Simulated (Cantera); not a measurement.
Ignition delay

Mixture: CH4 : H2 : O2 : N2 = 1 : 0.85 : 2.5 : 9.4 (molar parts), at 6.70 bar, adiabatic and at constant pressure. Ignition delay is the time to a rise of 400 K.

Computed with Cantera and GRI-Mech 3.0 (53 species, 325 reactions). Below about 1000 K GRI-Mech 3.0 lacks low-temperature oxidation paths.

```csv
T0 (K),delay (ms)
975,27.2
1025,7.38
1075,2.18
1125,0.794
1175,0.379
1225,0.220
```

| Item | Value |
|---|---|
| apparent activation energy between 1125 and 1225 K | 150 kJ/mol |
